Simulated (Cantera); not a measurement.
# Adiabatic ignition

An adiabatic, constant-volume homogeneous reactor starts with CH₄ : H₂ : O₂ : N₂ : H₂O = 1 : 0.07 : 1.2 : 4.5 : 0.14 (molar parts), equivalence ratio 1.7, at 1150 K and 4.93 atm.

Detailed kinetics in Cantera: GRI-Mech 3.0 (53 species, 325 reactions).

| t (s) | T (K) | P (bar) | x CH₄ | x H₂ | x O₂ | x H | x C₂H₆ |
|---|---|---|---|---|---|---|---|
| 9.00e-6 | 1150 | 5.00 | 0.145 | 0.0101 | 0.174 | 7.64e-11 | <1e-12 |
| 1.94e-5 | 1150 | 5.00 | 0.145 | 0.0101 | 0.174 | 1.33e-10 | 6.83e-12 |
| 4.20e-5 | 1150 | 5.00 | 0.145 | 0.0101 | 0.174 | 2.66e-10 | 7.52e-11 |
| 9.06e-5 | 1150 | 5.00 | 0.145 | 0.0101 | 0.174 | 6.26e-10 | 9.30e-10 |
| 0.000196 | 1150 | 5.00 | 0.145 | 0.0101 | 0.174 | 1.92e-9 | 1.59e-8 |
| 0.000423 | 1150 | 5.00 | 0.145 | 0.0101 | 0.174 | 9.34e-9 | 5.29e-7 |
| 0.000913 | 1151 | 5.00 | 0.145 | 0.0101 | 0.174 | 3.20e-8 | 1.59e-5 |
| 0.00197 | 1153 | 5.01 | 0.144 | 0.0101 | 0.173 | 4.19e-8 | 8.53e-5 |
| 0.00426 | 1162 | 5.05 | 0.143 | 0.00998 | 0.172 | 7.58e-8 | 0.000324 |
| 0.00920 | 2724 | 13.3 | 1.96e-10 | 0.110 | 4.86e-5 | 0.00570 | <1e-12 |
| 0.0199 | 2724 | 13.3 | 1.97e-10 | 0.110 | 4.86e-5 | 0.00569 | <1e-12 |
| 0.0429 | 2724 | 13.3 | 1.97e-10 | 0.110 | 4.86e-5 | 0.00569 | <1e-12 |
| 0.0926 | 2724 | 13.3 | 1.97e-10 | 0.110 | 4.86e-5 | 0.00569 | <1e-12 |
| 0.200 | 2724 | 13.3 | 1.97e-10 | 0.110 | 4.86e-5 | 0.00569 | <1e-12 |
x: mole fraction; the columns are a selection and need not sum to one.

- time of steepest temperature rise: 8.35 ms
- temperature at 0.200 s: 2724 K
- equilibrium temperature: 2724 K
- x(CH₄) at 0.200 s: 1.97e-10 (gas-phase equilibrium 2.21e-10)
- x(H₂) at 0.200 s: 0.110 (gas-phase equilibrium 0.110)
- x(O₂) at 0.200 s: 4.86e-5 (gas-phase equilibrium 4.86e-5)
